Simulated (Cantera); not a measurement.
PbO + H2 (iron carbonyl, mercury and lead vapours)

Charge: 1 mol PbO, a varied amount of H2, at 1050 °C and 170000 Pa.

Method: chemical equilibrium by Gibbs-energy minimisation in Cantera with the NASA 1993 tables (ideal gas, pure condensed phases). Candidate condensed phases: H2O, Pb, PbO, PbO2, Pb3O4; 12 gas species. Each liquid is taken as pure. Mutual solubility and eutectic melting of coexisting phases are not modelled. Gases not in the tables: (PbO)n polymers. Rates play no part.

From 0.57 mol H2 to 0.89 mol H2 the condensed part is Pb(l) + PbO(l). From 1.4 mol H2 to 8.3 mol H2 the condensed part is Pb(l). The share of Pb in condensed phases is highest at 0.57 mol H2 (99.9 %) and lowest at 8.3 mol H2 (98.3 %).

```json
[
 {"n(H2) (mol)": "0.57", "x H2O": "0.997", "x H2": "0.000534", "x Pb": "0.00207", "x PbO": "0.000394", "x H": "2.82e-8", "x OH": "7.61e-7", "x Pb2": "2.40e-7", "n Pb(l)": "0.569", "n PbO(l)": "0.430"},
 {"n(H2) (mol)": "0.89", "x H2O": "0.997", "x H2": "0.000534", "x Pb": "0.00207", "x PbO": "0.000394", "x H": "2.82e-8", "x OH": "7.61e-7", "x Pb2": "2.40e-7", "n Pb(l)": "0.888", "n PbO(l)": "0.110"},
 {"n(H2) (mol)": "1.4", "x H2O": "0.713", "x H2": "0.285", "x Pb": "0.00207", "x PbO": "5.27e-7", "x H": "6.51e-7", "x OH": "2.36e-8", "x Pb2": "2.40e-7", "n Pb(l)": "0.997", "n PbO(l)": "0"},
 {"n(H2) (mol)": "2.2", "x H2O": "0.454", "x H2": "0.544", "x Pb": "0.00207", "x PbO": "1.76e-7", "x H": "8.99e-7", "x OH": "1.08e-8", "x Pb2": "2.40e-7", "n Pb(l)": "0.995", "n PbO(l)": "0"},
 {"n(H2) (mol)": "3.4", "x H2O": "0.294", "x H2": "0.704", "x Pb": "0.00207", "x PbO": "8.79e-8", "x H": "1.02e-6", "x OH": "6.17e-9", "x Pb2": "2.40e-7", "n Pb(l)": "0.993", "n PbO(l)": "0"},
 {"n(H2) (mol)": "5.3", "x H2O": "0.188", "x H2": "0.810", "x Pb": "0.00207", "x PbO": "4.91e-8", "x H": "1.10e-6", "x OH": "3.69e-9", "x Pb2": "2.40e-7", "n Pb(l)": "0.989", "n PbO(l)": "0"},
 {"n(H2) (mol)": "8.3", "x H2O": "0.120", "x H2": "0.878", "x Pb": "0.00207", "x PbO": "2.89e-8", "x H": "1.14e-6", "x OH": "2.26e-9", "x Pb2": "2.40e-7", "n Pb(l)": "0.983", "n PbO(l)": "0"}
]
```
x: gas mole fraction; n: condensed amount in mol.
